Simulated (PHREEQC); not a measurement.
1 kg of water holding 130 mmol/kgw NaCl, 7.5 mmol/kgw Na2CO3, 14 mmol/kgw Na2SO4 and 5.9 mmol/kgw NaOH is evaporated at 25 °C; the solids stay in contact with the brine. CO2 is held at log p = -3.4 (atm). The run lets Burkeite, Halite, Mirabilite, Nahcolite, Natron, Thenardite, Trona precipitate or redissolve, and no other solid.

The series has 28 steps of water left (kg), from 0.9999 to 0.004842.

All values are PHREEQC results (Pitzer model, pitzer.dat), not measurements.

Which solids form, in which order, and at which step of the series does each first stand?

Halite from water left = 0.02411 kg (pH 9.61); Thenardite from water left = 0.01982 kg (pH 9.66); Trona from water left = 0.01336 kg (pH 9.70).
